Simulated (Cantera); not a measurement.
Charge: 1 mol CF₄, 0.065 mol F₂, 0.2 mol H₂, equilibrated at 1.33 mbar.

Method: chemical equilibrium by Gibbs-energy minimisation in Cantera with the NASA 1993 tables (ideal gas, pure condensed phases). Candidate condensed phases: C, C₆H₆, C₇H₈, C₈H₁₈; 95 gas species. Gases not in the tables: C₂F₆ and larger saturated fluorocarbons. Rates play no part.

Q: At 1750 °C, list the 6 most abundant gas species with their mole fractions, and the condensed phases.

A: CF₄ 0.403, HF 0.232, F 0.189, CF₂ 0.168, CF₃ 0.00760, CF 0.000507. Condensed: gas only.
